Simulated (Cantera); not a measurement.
Feed: 1 mol SiH₄, 0.12 mol NO, 150 mol N₂, equilibrated at 0.160 bar.

Equilibrium computed with Cantera from the NASA thermochemical tables; the gas is ideal and each condensed phase is pure. Candidate condensed phases: H₂O, Si, SiO₂, Si₂N₂O, Si₃N₄; 35 gas species. Mutual solubility and eutectic melting of coexisting phases are not modelled. Kinetics and transport are ignored.

Q: Which condensed phases are stable at each of these points (T (°C)): 252, 402, 552, 702, 852, 1002, 1152, 1302, 1452, 1602, 1752?

A: 
| T (°C) | condensed phases | Si condensed (%) |
|---|---|---|
| 252 | Si₂N₂O(s) + Si₃N₄(s) | 100.0 |
| 402 | Si₂N₂O(s) + Si₃N₄(s) | 100.0 |
| 552 | Si₂N₂O(s) + Si₃N₄(s) | 100.0 |
| 702 | Si₂N₂O(s) + Si₃N₄(s) | 100.0 |
| 852 | Si₂N₂O(s) + Si₃N₄(s) | 100.0 |
| 1002 | Si₂N₂O(s) + Si₃N₄(s) | 100.0 |
| 1152 | Si₂N₂O(s) + Si₃N₄(s) | 100.0 |
| 1302 | Si₂N₂O(s) + Si₃N₄(s) | 100.0 |
| 1452 | Si₂N₂O(s) + Si₃N₄(s) | 97.7 |
| 1602 | Si₃N₄(s) | 87.6 |
| 1752 | Si(l) | 80.2 |

From 252 °C to 1452 °C the condensed part is Si₂N₂O(s) + Si₃N₄(s). At 1602 °C the condensed part is Si₃N₄(s). At 1752 °C the condensed part is Si(l).
